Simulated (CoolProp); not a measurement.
Vapour-liquid equilibrium of propane (1) + dimethyl ether (2) at 327 K; x and y are mole fractions of (1).

Values from CoolProp's multi-fluid Helmholtz-energy mixture model, Lemmon 2009 and Wu 2011; pair parameters Bell 2016.

```tsv
x	bubble pressure, mixture model (kPa)	bubble pressure, Raoult's law (kPa)	y, mixture model	y, Raoult's law
0.05	___	1285	0.089	0.072
0.125	1426	1330	0.201	0.175
0.2	___	1376	0.293	0.271
0.275	1584	1421	___	0.360
0.35	1648	1467	0.444	0.444
0.425	1703	1512	0.509	0.523
0.5	1750	1558	0.570	0.597
0.575	1789	1603	___	0.667
0.65	1821	1649	___	0.734
0.725	1846	1694	0.748	0.796
0.8	1863	1740	0.811	0.856
0.875	___	1785	0.877	0.912
0.95	___	1831	0.948	0.966
```

Q: Fill in the missing entries.

A: 
- 0.05, bubble pressure, mixture model (kPa): 1328
- 0.2, bubble pressure, mixture model (kPa): 1510
- 0.275, y, mixture model: 0.373
- 0.575, y, mixture model: 0.629
- 0.65, y, mixture model: 0.688
- 0.875, bubble pressure, mixture model (kPa): 1871
- 0.95, bubble pressure, mixture model (kPa): 1869

The largest gap from Raoult's law is +12.6 % in bubble pressure, at x = 0.425. y crosses x between x = 0.875 and 0.95: the model has an azeotrope there.

Pair parameters are fitted to limited data, so mixtures are less certain than the pure fluids.
